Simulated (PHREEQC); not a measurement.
1 kg of water holding 0.00049 mol/kgw Na2B4O7, 0.12 mol/kgw Na2SO4, 0.015 mol/kgw KCl, 0.36 mol/kgw Na2CO3 and 0.59 mol/kgw NaCl is evaporated at 25 °C; the solids stay in contact with the brine. CO2 is held at log p = -3.4 (atm). Solids allowed: Arcanite, Burkeite, Glaserite, Halite, Kalicinite, Mirabilite, Misenite, Nahcolite, Natron, Sylvite, Thenardite, Trona, Borax, Boric_acid,s, KB5O8:4H2O, K2B4O7:4H2O, NaBO2:4H2O, NaB5O8:5H2O, Teepleite. Others were left out.

Computed with PHREEQC (Pitzer model, pitzer.dat).

```
water left (kg)  ionic strength  water activity  Halite (mol)  Trona (mol)  Thenardite (mol)  B in solution (mol/kgw)  K in solution (mol/kgw)
---------------  --------------  --------------  ------------  -----------  ----------------  -----------------------  -----------------------
0.9991                     1.99           0.961             0            0                 0                  0.00196                   0.0150
0.8211                     2.43           0.953             0            0                 0                  0.00239                   0.0183
0.6748                     2.96           0.943             0            0                 0                  0.00290                   0.0222
0.4557                     4.40           0.914             0            0                 0                  0.00430                   0.0329
0.3745                     5.37           0.893             0            0                 0                  0.00523                   0.0401
0.3077                     6.54           0.866             0            0                 0                  0.00637                   0.0487
0.2529                     7.97           0.829             0            0                 0                  0.00775                   0.0593
0.2049                     8.39           0.805             0       0.0674                 0                  0.00957                   0.0732
0.165                      8.70           0.778             0        0.132                 0                   0.0119                   0.0909
0.1326                     9.01           0.744             0        0.176            0.0157                   0.0148                    0.113
0.08584                    8.94           0.731         0.174        0.203            0.0610                   0.0228                    0.175
0.06859                    8.97           0.730         0.259        0.211            0.0725                   0.0286                    0.219
0.05443                    9.01           0.729         0.330        0.217            0.0819                   0.0360                    0.276
```

Trona from water left = 0.2049 kg (pH 9.91); Thenardite from water left = 0.1326 kg (pH 9.74); Halite from water left = 0.1068 kg (pH 9.71).
